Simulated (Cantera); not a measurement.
An isothermal, constant-pressure homogeneous reactor starts with 1.63 % H₂, 90.4 % O₂, 7.96 % N₂, at 1050 K and 0.00217 atm.

Model: GRI-Mech 3.0 (53 species, 325 reactions), integrated in Cantera. Radical loss at walls, strong at low pressure, is not modelled.

x: mole fraction; the columns are a selection and need not sum to one.

| t (s) | x H₂ | x O₂ | x HO₂ | x H₂O₂ | x OH | x O |
|---|---|---|---|---|---|---|
| 1.00e-6 | 0.0163 | 0.904 | <1e-12 | <1e-12 | <1e-12 | <1e-12 |
| 5.01e-6 | 0.0163 | 0.904 | <1e-12 | <1e-12 | <1e-12 | <1e-12 |
| 2.51e-5 | 0.0163 | 0.904 | 2.18e-12 | <1e-12 | <1e-12 | <1e-12 |
| 0.000126 | 0.0163 | 0.904 | 1.09e-11 | <1e-12 | 1.02e-12 | 1.03e-12 |
| 0.000632 | 0.0163 | 0.904 | 5.47e-11 | <1e-12 | 1.89e-11 | 2.06e-11 |
| 0.00317 | 0.0163 | 0.904 | 2.75e-10 | <1e-12 | 2.25e-10 | 3.17e-10 |
| 0.0159 | 0.0163 | 0.904 | 1.42e-9 | <1e-12 | ___ | 2.35e-8 |
| 0.0796 | 0.00167 | 0.893 | 6.08e-7 | 2.24e-8 | ___ | 0.00929 |
| 0.399 | 0.000104 | 0.892 | 4.07e-7 | 4.77e-9 | ___ | 0.0107 |
| 2.00 | 5.21e-5 | 0.898 | 3.18e-7 | 5.00e-9 | ___ | 0.00522 |

**Question.** Some entries are withheld; supply them.

**Answer.** 
- 0.0159, x OH: 1.33e-8
- 0.0796, x OH: 0.00156
- 0.399, x OH: 0.000678
- 2.00, x OH: 0.000480
